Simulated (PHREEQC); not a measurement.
Dissolve 0.0013 mol KOH, 0.23 mol Fe(NO3)3 and 4.7e-05 mol CO2 per kg of water at 25 °C. Closed to the air; pH follows from the charge balance.

Computed with PHREEQC (ion-association model, wateq4f.dat).

No solid was allowed to form.

Question: Order these Fe species by the share of Fe that they hold, largest first: Fe+3, FeOH+2, Fe2(OH)2+4, Fe3(OH)4+5.

Answer: Fe+3 (86 %), FeOH+2 (9.9 %), Fe2(OH)2+4 (3.7 %), Fe3(OH)4+5 (0.24 %)

The pH is 1.65 and the ionic strength 1.33 mol/kgw. The solution is supersaturated, for example in Hematite (slow to form), Goethite (slow to form), so a real one may precipitate; this is no full list. The ionic strength is past about 0.7 mol/kgw, beyond the range of this activity model, so the values are rough. Complexes and solids missing from the database can't appear.
